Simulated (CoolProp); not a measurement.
A single-stage vapour-compression cycle with R115: evaporating at 197.15 K (dew point), condensing at 232.15 K (bubble point), superheat 10 K, subcooling 5 K, compressor efficiency 0.75, no pressure losses. Each further row changes one setting.

Model: reference Helmholtz-energy equation of state, Lemmon 2016, in CoolProp.

```tsv
case	cooling COP	pressure ratio	discharge temperature (K)	refrigerating effect (kJ/kg)	volumetric capacity (kJ/m³)
as stated	…	6.88	258.3	117	144
evaporating temperature 202.15 K	4.65	4.98	255.1	…	…
condensing temperature 227.15 K	…	…	251.9	122	149
subcooling 10 K	3.95	6.88	258.3	122	149
superheat 20 K	…	6.88	…	123	144
compressor efficiency 0.65	3.29	6.88	265.3	117	144
```

Task: What belongs in the gaps?

Result: 
- as stated, cooling COP: 3.80
- evaporating temperature 202.15 K, refrigerating effect (kJ/kg): 120
- evaporating temperature 202.15 K, volumetric capacity (kJ/m³): 199
- condensing temperature 227.15 K, cooling COP: 4.53
- condensing temperature 227.15 K, pressure ratio: 5.45
- superheat 20 K, cooling COP: 3.81
- superheat 20 K, discharge temperature (K): 269.3
